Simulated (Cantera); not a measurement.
Cantera run:

```python
import numpy as np
import cantera as ct

gas_names = """
    B BH BH2 BH3 BN BO BO2 B2 B2O B2O2 B2O3 B3O3H3 H HBO HBO2 HNO HNO2 HNO3 HO2 H2 H2O H2O2 H3B3O6 N NH
    NH2 NH3 NH2OH NO NO2 NO3 N2 N2H2 N2H4 N2O O OH O2 O3
""".split()
cond_names = """
    B(b) B(L) BN(s) B2O3(L) B3O3H3(cr) H2O(s) H2O(L)
""".split()


def load(file, names, dense=False):
    # The tables refer to 1 bar. Condensed volumes are neglected.
    table = {s.name: s for s in ct.Species.list_from_file(file)}
    out = []
    for n in names:
        d = dict(table[n].input_data)
        d["thermo"] = dict(d["thermo"], **{"reference-pressure": 1e5})
        if dense:
            d["equation-of-state"] = {"model": "constant-volume", "density": "1e6 g/cm^3"}
        out.append(ct.Species.from_dict(d))
    return out


gas = ct.Solution(thermo="ideal-gas", species=load("nasa_gas.yaml", gas_names))
cond = {s.name: ct.Solution(thermo="fixed-stoichiometry", species=[s], name=s.name)
        for s in load("nasa_condensed.yaml", cond_names, dense=True)}
atoms = {
    'B': {'B': 1},
    'NH3': {'N': 1, 'H': 3},
    'N2': {'N': 2},
    'O2': {'O': 2},
}
top_T = {'BN(s)': 3200}  # K; cautious upper limits of use, not melting points


def equilibrate(T, P, feed):
    n = {}
    for name, mol in feed.items():
        for a, k in atoms[name].items():
            n[a] = n.get(a, 0.0) + k * mol
    gas.TPX = T, P, n
    mass = sum(n.values()) * gas.mean_molecular_weight
    gas.equilibrate("TP")
    valid = [c for c in cond.values() if c.min_temp <= T <= top_T.get(c.name, c.max_temp)]
    mix = ct.Mixture([(gas, mass / gas.mean_molecular_weight)] + [(c, 0.0) for c in valid])
    mix.T, mix.P = T, P
    mix.equilibrate("TP", solver="vcs", rtol=1e-11, max_steps=5000)
    return mix


results = []
T = 2300  # K
P = 74000  # Pa
for m in [2, 3, 4.6, 7.1, 11, 16, 25]:
    feed = {'B': 1, 'NH3': m, 'N2': 1.6, 'O2': 2.5}  # mol
    mix = equilibrate(T, P, feed)
    results.append((T, P, feed, dict(zip(mix.species_names, mix.species_moles))))

top = {s: max(r[3][s] / sum(r[3][g] for g in gas_names) for r in results) for s in gas_names}
cols = sorted((s for s in top if top[s] > 1e-05), key=lambda s: -top[s])[:5]
seen = [c for c in cond_names if any(r[3].get(c, 0) > 1e-12 for r in results)]
print("log10 of partial pressures in bar; condensed amounts in mol")
print(f"{'n(NH3)':>10s}" + "".join(f"{s[:9]:>10s}" for s in cols + seen))
for T, P, feed, n in results:
    ng = sum(n[g] for g in gas_names)
    print(f"{feed['NH3']:10.4g}" + "".join(f"{np.log10(max(n[s] / ng * P / 1e5, 1e-99)):10.3f}" for s in cols)
          + "".join(f"{n.get(c, 0):10.4g}" for c in seen))
```

Output:

```
log10 of partial pressures in bar; condensed amounts in mol
    n(NH3)        H2        N2       H2O      HBO2        O2
         2    -2.432    -0.524    -0.540    -0.994    -1.582
         3    -1.044    -0.550    -0.559    -1.085    -4.397
       4.6    -0.659    -0.594    -0.702    -1.233    -5.450
       7.1    -0.496    -0.633    -0.858    -1.399    -6.091
        11    -0.406    -0.663    -1.025    -1.579    -6.605
        16    -0.359    -0.683    -1.172    -1.742    -6.993
        25    -0.323    -0.700    -1.350    -1.948    -7.420
```

Equilibrium computed with Cantera from the NASA thermochemical tables; the gas is ideal and each condensed phase is pure.
